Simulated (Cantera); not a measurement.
**Diamond growth**

A diamond (100) surface in a fixed gas of H2 with x(CH4) = 0.0065, x(H) = 0.017, x(CH3) = 0.00025, at 1223 K; coverages are run to steady state.

Cantera simulation using the Harris–Goodwin 1993 mechanism for the reconstructed diamond (100) surface; the numbers are that mechanism's predictions, not measurements.

```tsv
P (Pa)	growth (µm/h)	θ c6HH	θ c6H*	θ c6*H	θ c6**	θ c6HM
1500	1.15	0.423	0.0409	0.501	0.0339	0.000717
2200	2.09	0.423	0.0409	0.501	0.0339	0.000960
3300	3.91	0.423	0.0410	0.500	0.0339	0.00127
4900	7.04	0.422	0.0410	0.500	0.0339	0.00160
7200	12.2	0.422	0.0411	0.499	0.0339	0.00194
11000	21.6	0.422	0.0412	0.499	0.0339	0.00229
16000	34.8	0.422	0.0413	0.498	0.0339	0.00258
23000	54.0	0.422	0.0416	0.498	0.0340	0.00281
```
θ: site fractions in the mechanism's names (c6HH fully hydrogenated, c6H* and c6*H radical sites, c6** diradical, c6HM methylated).
